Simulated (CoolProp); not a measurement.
The numbers come from the reference Helmholtz-energy equation of state, Lemmon 2006 in CoolProp. It is a short technical equation, of lower accuracy than the large ones.

**Question.** For hydrogen sulfide, give the phase and the cv (kJ/(kg K)), Joule-Thomson coefficient (K/MPa), viscosity (µPa s) at 319.3 K and 0.101 MPa; 431 K and 0.101 MPa.

**Answer.** 
- 319.3 K and 0.101 MPa: gas; cv 0.768, Joule-Thomson coefficient 14.7, viscosity 13.0
- 431 K and 0.101 MPa: gas; cv 0.815, Joule-Thomson coefficient 7.62, viscosity 17.6

Viscosity comes from a separate model (Quiñones-Cisneros 2012).
